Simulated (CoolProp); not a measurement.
The fluid at 412.66 K and 0.354 MPa expands adiabatically to 0.0458 MPa with isentropic efficiency 0.7. The same conditions are run with several fluids, on thermodynamics alone (safety and materials aside).

The numbers come from the reference Helmholtz-energy equation of state of each fluid (sulfur hexafluoride: Guder 2009; n-hexane: Thol 2019; propylene: Lemmon 2013; neopentane: Lemmon 2006; R115: Lemmon 2016) in CoolProp.

```csv
fluid,work (kJ/kg),final temperature (K),final density (kg/m³)
sulfur hexafluoride,31.0,372.1,2.17
n-hexane,?,383.0,?
propylene,104,354.5,0.656
neopentane,62.9,380.7,1.05
R115,?,?,2.27
```

Question: Fill in the missing entries.

Answer: 
- n-hexane, work (kJ/kg): 51.8
- n-hexane, final density (kg/m³): 1.26
- R115, work (kJ/kg): 29.4
- R115, final temperature (K): 375.5
